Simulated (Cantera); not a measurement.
Feed: 1 mol Si2H6, 6.2 mol O2, 56 mol N2, at 1148.15 K and 68000 Pa.

These are equilibrium values from Cantera (NASA tables, ideal gas, pure condensed phases), not measurements of a reactor. Candidate condensed phases: H2O, Si, SiO2, Si2N2O, Si3N4; 35 gas species. The feed counts by its element totals alone. The tables hold silica as quartz up to 1696 K and as liquid above; real silica turns to tridymite and cristobalite and melts near 1996 K. Kinetics and transport are ignored.

Question: What is the equilibrium state?

Answer: 
| Quantity | Value |
|---|---|
| x(N2) | 0.908 |
| x(H2O) | 0.0486 |
| x(O2) | 0.0437 |
| x(NO) | 6.33e-5 |
| n(SiO2(β-quartz)) | 2.00 mol |
| gas amount | 61.70 mol |
| log10 activity of Si(s) (absent) | -30.52 |
